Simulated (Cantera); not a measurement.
A closed system holds: 1 mol C₂H₄, 0.08 mol H₂O, equilibrated at 1.00 Torr.

Method: chemical equilibrium by Gibbs-energy minimisation in Cantera with the NASA 1993 tables (ideal gas, pure condensed phases). Candidate condensed phases: C, C₆H₆, C₇H₈, C₈H₁₈, H₂O; 110 gas species. The numbers say what is thermodynamically allowed, not how fast it happens.

Q: At 2073 K, list the 4 most abundant gas species with their mole fractions, and the condensed phases.

A: H₂ 0.895, H 0.0681, CO 0.0358, C₂H₂ (acetylene) 0.00110. Condensed: C(graphite).
